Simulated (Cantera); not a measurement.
Input: 1 mol CuO, 2.3 mol CO, 18 mol H₂, held at 2498 K and 120000 Pa.

Cantera equilibrium calculation (NASA polynomials, part measured and part estimated; ideal gas, pure solids and liquids). Candidate condensed phases: C, C₆H₆, C₇H₈, C₈H₁₈, Cu, CuO, Cu(OH)₂, Cu₂O, H₂O; 113 gas species. Equilibrium is a limit: real reactors are often held back by kinetics, nucleation or transport.

Base state: H₂ 0.781, CO 0.106, Cu 0.0460, H₂O 0.0452, H 0.0201, CO₂ 0.000990, OH 0.000241, Cu₂ 0.000230 (mole fractions); condensed: gas only.

Problem. What changes in the equilibrium state with this change: CuO replaced by Cu₂O?

Solution. 
| species | before | after |
|---|---|---|
| H₂ | 0.781 | 0.747 |
| CO | 0.106 | 0.101 |
| Cu | 0.0460 | 0.0872 |
| H₂O | 0.0452 | 0.0432 |
| H | 0.0201 | 0.0197 |
| Cu₂ | 0.000230 | 0.000826 |
| CO₂ | 0.000990 | 0.000947 |
| OH | 0.000241 | 0.000235 |

Problem. What changes in the equilibrium state with this change: H₂ from 18 to 0.28 mol?

Solution. 
```
species       before     after
----------  --------  --------
CO             0.106     0.501
CO₂         0.000990     0.259
Cu            0.0460     0.142
H₂             0.781    0.0214
H             0.0201   0.00333
H₂O           0.0452    0.0684
O₂           9.70e-8  0.000296
CuO          1.13e-6  0.000193
O            4.08e-6  0.000225
Cu₂         0.000230   0.00218
OH          0.000241   0.00220
Cu(l), mol         0     0.557
```
